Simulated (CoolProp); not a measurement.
Properties of C2F6 (R116) along the isobar 3.6 MPa.

Model: reference Helmholtz-energy equation of state, Lemmon 2006, in CoolProp. It is a short technical equation, of lower accuracy than the large ones.

```
T (°C)          phase  viscosity (µPa s)  conductivity (mW/(m K))  fugacity coefficient
------  -------------  -----------------  -----------------------  --------------------
-21.75         liquid                181                     56.7                0.2570
-10.55         liquid                149                     52.3                0.3356
0.65           liquid                121                     47.6                0.4230
11.85          liquid               92.5                     42.4                0.5159
23.05   supercritical               58.2                     36.7                0.6083
34.25   supercritical               23.3                     25.6                0.6743
45.45   supercritical               20.9                     22.3                0.7172
56.65   supercritical               20.4                     21.5                0.7519
67.75   supercritical               20.4                     21.5                0.7808
78.95   supercritical               20.6                     21.8                0.8060
90.15   supercritical               20.9                     22.3                0.8279
101.35  supercritical               21.2                     22.9                0.8471
```

Viscosity comes from a separate model (Huber 2003), an estimate that may be off by 10 % or more. Thermal conductivity comes from a separate model (Huber 2003), an estimate that may be off by 10 % or more.
